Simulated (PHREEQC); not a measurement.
Solution (25 °C): 0.98 mmol/kgw H3PO4, 0.13 mmol/kgw K2HPO4 and 1.1 mmol/kgw NiSO4. It is in equilibrium with CO2 at log p = -3.4 (atm). Otherwise closed; pH follows from the charge balance.

The numbers come from PHREEQC with the ion-association model, wateq4f.dat.

Each row changes one thing in this solution. Precipitation was switched off in this run.

```json
[
 {"case": "as made", "pH": "3.18", "ionic strength (mol/kgw)": "0.00491", "H2PO4- (mol/kgw)": "0.00102", "H3PO4 (mol/kgw)": "9.21e-5", "HPO4-2 (mol/kgw)": "1.19e-7", "HCO3- (mol/kgw)": "9.79e-9"},
 {"case": "NiSO4 left out", "pH": "3.14", "ionic strength (mol/kgw)": "0.00101", "H2PO4- (mol/kgw)": "0.00101", "H3PO4 (mol/kgw)": "0.000103", "HPO4-2 (mol/kgw)": "9.63e-8", "HCO3- (mol/kgw)": "8.65e-9"},
 {"case": "temperature from 25 to 70 °C", "pH": "3.25", "ionic strength (mol/kgw)": "0.00467", "H2PO4- (mol/kgw)": "0.000988", "H3PO4 (mol/kgw)": "0.000122", "HPO4-2 (mol/kgw)": "1.70e-7", "HCO3- (mol/kgw)": "5.30e-9"},
 {"case": "H3PO4 left out", "pH": "6.66", "ionic strength (mol/kgw)": "0.00416", "H2PO4- (mol/kgw)": "9.63e-5", "H3PO4 (mol/kgw)": "2.89e-9", "HPO4-2 (mol/kgw)": "3.36e-5", "HCO3- (mol/kgw)": "2.95e-5"},
 {"case": "H3PO4 replaced by NaH2PO4 at the same molality", "pH": "6.16", "ionic strength (mol/kgw)": "0.00532", "H2PO4- (mol/kgw)": "0.000996", "H3PO4 (mol/kgw)": "9.31e-8", "HPO4-2 (mol/kgw)": "0.000114", "HCO3- (mol/kgw)": "9.49e-6"},
 {"case": "K2HPO4 from 0.00013 to 6.5e-05 mol/kgw", "pH": "3.14", "ionic strength (mol/kgw)": "0.00484", "H2PO4- (mol/kgw)": "0.000951", "H3PO4 (mol/kgw)": "9.35e-5", "HPO4-2 (mol/kgw)": "1.02e-7", "HCO3- (mol/kgw)": "9.02e-9"},
 {"case": "NiSO4 from 0.0011 to 0.00011 mol/kgw", "pH": "3.15", "ionic strength (mol/kgw)": "0.00143", "H2PO4- (mol/kgw)": "0.00101", "H3PO4 (mol/kgw)": "0.000102", "HPO4-2 (mol/kgw)": "9.95e-8", "HCO3- (mol/kgw)": "8.81e-9"}
]
```

Some of these states are supersaturated (in Ni3(PO4)2, for instance). H3PO4, which wateq4f.dat lacks, is added to it with the constant of phreeqc.dat. In wateq4f.dat the enthalpy of Ni(OH)2 has the wrong sign, so its saturation index can't be trusted away from 25 °C. At this temperature some constants are extrapolated from 25 °C, and those without enthalpy data are left unchanged. The database has no phosphate complexes of Ni.
